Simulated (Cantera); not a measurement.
Cantera run:

```python
import numpy as np
import cantera as ct

gas_names = [...]  # 87 gases of nasa_gas.yaml made of C, H, Si
cond_names = """
    C(gr) C6H6(L) C7H8(L) C8H18(L),n-octa Si(cr) Si(L) SiC(b)
""".split()


# ... load() reads the species with a 1 bar reference pressure and builds the phases ...
atoms = {
    'CH3SiH3': {'C': 1, 'H': 6, 'Si': 1},
    'C2H2': {'C': 2, 'H': 2},
    'H2': {'H': 2},
}
top_T = {'C(gr)': 4500, 'SiC(b)': 3050}  # K; cautious upper limits of use, not melting points


# ... equilibrate(T, P, feed) seeds the gas with the atoms and calls Mixture.equilibrate('TP', solver="vcs", rtol=1e-11, max_steps=5000) ...
results = []
feed = {'CH3SiH3': 1, 'C2H2': 0.24, 'H2': 11}  # mol
T = 2023.15  # K
P = 690  # Pa
mix = equilibrate(T, P, feed)
results.append((T, P, feed, dict(zip(mix.species_names, mix.species_moles))))
print(gas.report(threshold=0.001))
for i in range(1, mix.n_phases):
    print(f"{mix.phase(i).name:16s} {mix.phase_moles(i):12.5e} mol")
```

Result:

```
       temperature   2023.2 K
          pressure   690 Pa
           density   8.3275e-05 kg/m^3
  mean mol. weight   2.0301 kg/kmol
   phase of matter   gas

                          1 kg             1 kmol
                     ---------------   ---------------
          enthalpy        2.8967e+07        5.8807e+07  J
   internal energy        2.0681e+07        4.1986e+07  J
           entropy        1.1358e+05        2.3059e+05  J/K
    Gibbs function       -2.0083e+08       -4.0771e+08  J
 heat capacity c_p             16750             34004  J/K
 heat capacity c_v             12654             25690  J/K

                      mass frac. Y      mole frac. X     chem. pot. / RT
                     ---------------   ---------------   ---------------
                 H          0.011226          0.022609           -12.259
                H2           0.96915           0.97595           -24.518
     [  +85 minor]          0.019625         0.0014413

C(gr)             4.62234e-01 mol
Si(L)             0.00000e+00 mol
SiC(b)            9.91655e-01 mol
```

Equilibrium computed with Cantera from the NASA thermochemical tables; the gas is ideal and each condensed phase is pure. The feed counts by its element totals alone.
